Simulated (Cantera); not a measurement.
A closed system holds: 1 mol AlN, 0.93 mol H₂O, 7 mol Cl₂, 0.69 mol H₂, equilibrated at 0.000170 bar.

Cantera equilibrium calculation (NASA polynomials, part measured and part estimated; ideal gas, pure solids and liquids). Candidate condensed phases: Al, AlCl₃, AlN, Al₂O₃, H₂O, NH₄Cl; 45 gas species. The tables' values for AlCl₂ are old estimates; treat these amounts as uncertain. Equilibrium is a limit: real reactors are often held back by kinetics, nucleation or transport.

### Question
At 1452 °C, list the 4 most abundant gas species with their mole fractions, and the condensed phases.

### Answer
Cl 0.698, HCl 0.236, N₂ 0.0364, AlCl₃ 0.0270. Condensed: Al₂O₃(s).
